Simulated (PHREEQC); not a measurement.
Make-up at 75 °C: 120 mmol/kgw KBr, 16 mmol/kgw MgSO4 and 0.8 mmol/kgw KNO3. Closed to the air; pH follows from the charge balance.

Model: ion-association model, phreeqc.dat, run in PHREEQC.

```yaml
ionic_strength: 0.157 mol/kgw
specific_conductance: 36600 µS/cm
density: 0.987 g/cm³
```

| species | molality | activity | log γ |
|---|---|---|---|
| Br- | 0.120 | 0.0831 | -0.160 |
| K+ | 0.117 | 0.0830 | -0.150 |
| Mg+2 | 0.0109 | 0.00356 | -0.485 |
| SO4-2 | 0.00737 | 0.00211 | -0.543 |
| MgSO4 | 0.00512 | 0.00531 | 0.016 |
| KSO4- | 0.00351 | 0.00260 | -0.130 |

Precipitation was switched off in this run. Species that the database lacks are ignored. At this temperature some constants are extrapolated from 25 °C, and those without enthalpy data are left unchanged.
